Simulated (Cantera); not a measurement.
An isothermal, constant-pressure homogeneous reactor starts with 17.7 % H2, 21.1 % O2, 61.2 % N2, equivalence ratio 0.42, at 1050 K and 0.340 bar.

Cantera simulation using GRI-Mech 3.0 (53 species, 325 reactions); the numbers are that mechanism's predictions, not measurements. The temperature is held fixed by assumption; the heat of reaction is taken as removed at once.

x: mole fraction; the columns are a selection and need not sum to one.

| t (s) | x H2 | x O2 | x H | x NO2 | x O | x NO |
|---|---|---|---|---|---|---|
| 0.000100 | 0.177 | 0.211 | 2.50e-7 | <1e-12 | 5.67e-8 | <1e-12 |
| 0.000305 | 0.0804 | 0.169 | 0.0307 | 3.82e-11 | 0.00647 | 3.44e-7 |
| 0.000932 | 0.00257 | 0.135 | 7.57e-5 | ___ | 0.000178 | 1.26e-6 |
| 0.00285 | 0.000736 | 0.135 | 5.19e-6 | ___ | 2.66e-5 | 1.20e-6 |
| 0.00869 | 0.000187 | 0.134 | 5.40e-7 | ___ | 4.67e-6 | 1.11e-6 |
| 0.0265 | 2.65e-5 | 0.134 | 3.85e-8 | ___ | 6.48e-7 | 1.05e-6 |
| 0.0809 | 1.41e-6 | 0.134 | 1.30e-9 | ___ | 9.78e-8 | 1.13e-6 |
| 0.247 | 2.97e-8 | 0.134 | 6.27e-11 | ___ | 2.28e-8 | 1.22e-6 |
| 0.754 | 3.47e-9 | 0.134 | 9.23e-12 | ___ | 6.71e-9 | 1.26e-6 |
| 2.30 | 1.08e-9 | 0.134 | 1.76e-12 | ___ | 2.18e-9 | 1.26e-6 |
| 7.03 | 4.47e-10 | 0.134 | <1e-12 | ___ | 8.03e-10 | 1.26e-6 |
| 21.5 | 3.37e-10 | 0.134 | <1e-12 | 2.08e-8 | 4.57e-10 | 1.25e-6 |
| 65.5 | 3.32e-10 | 0.134 | <1e-12 | 2.23e-8 | 4.26e-10 | 1.25e-6 |
| 200 | 3.32e-10 | 0.134 | <1e-12 | 2.24e-8 | 4.24e-10 | 1.25e-6 |

Q: Complete the blanks.

A: 
- 0.000932, x NO2: 1.40e-8
- 0.00285, x NO2: 7.03e-8
- 0.00869, x NO2: 1.65e-7
- 0.0265, x NO2: 2.20e-7
- 0.0809, x NO2: 1.45e-7
- 0.247, x NO2: 5.13e-8
- 0.754, x NO2: 1.54e-8
- 2.30, x NO2: 9.16e-9
- 7.03, x NO2: 1.30e-8
